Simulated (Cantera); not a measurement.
Mixture: H2 : O2 : N2 : H2O = 1 : 0.25 : 0.94 : 0.34 (molar parts), equivalence ratio 2.0, at 0.642 atm, adiabatic and at constant volume. Ignition delay is the time to a rise of 400 K.

Computed with Cantera and the H2/O2 subset of GRI-Mech 3.0, which has no nitrogen chemistry. Below about 950 K walls govern HO2 and H2O2 in real vessels.

Predict: delay at 925 K; delay at 975 K; delay at 1025 K; delay at 1075 K; delay at 1125 K; delay at 1175 K; delay at 1225 K; apparent activation energy between 1125 and 1225 K.


```json
{
 "delay at 925 K": "0.147 s",
 "delay at 975 K": "14.5 ms",
 "delay at 1025 K": "0.720 ms",
 "delay at 1075 K": "0.273 ms",
 "delay at 1125 K": "0.162 ms",
 "delay at 1175 K": "0.112 ms",
 "delay at 1225 K": "82.7 µs",
 "apparent activation energy between 1125 and 1225 K": "77 kJ/mol"
}
```
